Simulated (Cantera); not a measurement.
Cantera run:

```python
import numpy as np
import cantera as ct

gas_names = [...]  # 115 gases of nasa_gas.yaml made of C, Ca, H, O
cond_names = """
    C(gr) C6H6(L) C7H8(L) C8H18(L),n-octa Ca(a) Ca(b) Ca(L) CaCO3(caL) CaO(s) CaO(L) CaO2H2(s) H2O(s)
    H2O(L)
""".split()


# ... load() reads the species with a 1 bar reference pressure and builds the phases ...
atoms = {
    'Ca(OH)2': {'Ca': 1, 'O': 2, 'H': 2},
    'CO2': {'C': 1, 'O': 2},
    'H2': {'H': 2},
}
top_T = {'C(gr)': 4500}  # K; cautious upper limits of use, not melting points


# ... equilibrate(T, P, feed) seeds the gas with the atoms and calls Mixture.equilibrate('TP', solver="vcs", rtol=1e-11, max_steps=5000) ...
results = []
feed = {'Ca(OH)2': 1, 'CO2': 0.21, 'H2': 0.13}  # mol
T = 1248.15  # K
P = 720  # Pa
mix = equilibrate(T, P, feed)
results.append((T, P, feed, dict(zip(mix.species_names, mix.species_moles))))
x = sorted(zip(gas.X, gas.species_names), reverse=True)
print(f"T = {T:g} K  P = {P:g} Pa  gas = {mix.phase_moles(0):.4g} mol")
print("   x: " + "  ".join(f"{s} {v:.3e}" for v, s in x if v > 0.001))
print("   condensed (mol): " + ("  ".join(f"{mix.phase(i).name} {mix.phase_moles(i):.4g}"
      for i in range(1, mix.n_phases) if mix.phase_moles(i) > 1e-12) or "none"))
```

Result:

```
T = 1248.15 K  P = 720 Pa  gas = 1.34 mol
   x: H2O 7.672e-01  CO2 1.358e-01  H2 7.605e-02  CO 2.096e-02
   condensed (mol): CaO(s) 1
```

Method: chemical equilibrium by Gibbs-energy minimisation in Cantera with the NASA 1993 tables (ideal gas, pure condensed phases).
